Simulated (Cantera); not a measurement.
## Thermodynamics of calcination and drying, feed LiOH + H₂ + O₂

Input: 1 mol LiOH, 2 mol H₂, 0.55 mol O₂, held at 2048.15 K and 1.00 bar.

Equilibrium computed with Cantera from the NASA thermochemical tables; the gas is ideal and each condensed phase is pure. Candidate condensed phases: H₂O, Li, LiH, LiOH, Li₂O; 17 gas species. The numbers say what is thermodynamically allowed, not how fast it happens.

The x(H₂O) is 0.377 and the x(LiOH) is 0.316. The x(H₂) is 0.292 and the x(Li) is 0.0108. The x(Li₂O) is 0.00165, the x(H) is 0.00121 and the x(Li₂(OH)₂) is 0.000647. The x(LiH) comes out as 0.000236 and the x(OH) is 0.000170. The gas amount comes out as 3.016 mol, the log10 activity of Li₂O(l) (absent) is -0.61 and the log10 activity of Li(l) (absent) is -2.93.
